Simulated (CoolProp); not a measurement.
Octamethylcyclotetrasiloxane (D4) at several states: density (kg/m³) from the reference equation and from simpler models built on Tc = 586.5 K, pc = 13.47 bar, ω = 0.598; each cubic takes its own stable root.

The numbers come from the reference Helmholtz-energy equation of state, Thol 2015 in CoolProp.

```csv
T (K),p (bar),phase,reference
311.5,0.835,liquid,935.6
508.1,4.63,liquid,673.2
457.4,3.57,liquid,754.7
600.2,1.84,gas,11.46
```

Task: How far does each simpler model (van der Waals, Redlich-Kwong, Soave-Redlich-Kwong, Peng-Robinson) lie from the reference over these 4 states: mean and median of the absolute difference, and the worst?

Result: 
- van der Waals: mean 58.5 %, median 68.9 %, worst -95.6 % at 457.4 K and 3.57 bar
- Redlich-Kwong: mean 32.2 %, median 17.3 %, worst -93.9 % at 508.1 K and 4.63 bar
- Soave-Redlich-Kwong: mean 8.2 %, median 10.4 %, worst -11.9 % at 508.1 K and 4.63 bar
- Peng-Robinson: mean 0.8 %, median 0.4 %, worst +2.5 % at 457.4 K and 3.57 bar

At some of these states van der Waals, Redlich-Kwong gives the other phase, because its saturation line lies elsewhere.
